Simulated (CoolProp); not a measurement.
R1233zd(E) along the isobar 4.09 MPa: Z from the reference equation and from simpler models built on Tc = 438.9 K, pc = 3.583 MPa, ω = 0.304; each cubic takes its own stable root.

Computed with CoolProp (reference Helmholtz-energy equation of state, Akasaka 2022).

```tsv
T (K)	phase	reference
216.6	liquid	0.2046
225.5	liquid	0.1990
234.5	liquid	0.1939
243.4	liquid	0.1892
252.3	liquid	0.1850
261.3	liquid	0.1812
270.2	liquid	0.1777
279.1	liquid	0.1746
288.1	liquid	0.1718
297	liquid	0.1692
305.9	liquid	0.1670
314.9	liquid	0.1651
323.8	liquid	0.1634
332.7	liquid	0.1621
341.6	liquid	0.1610
350.6	liquid	0.1602
```

Question: How far does each simpler model (van der Waals, Peng-Robinson) lie from the reference over these 16 states: mean and median of the absolute difference, and the worst?

Answer: 
- van der Waals: mean 66.3 %, median 66.2 %, worst +69.3 % at 216.6 K and 4.09 MPa
- Peng-Robinson: mean 1.3 %, median 1.5 %, worst -1.9 % at 305.9 K and 4.09 MPa
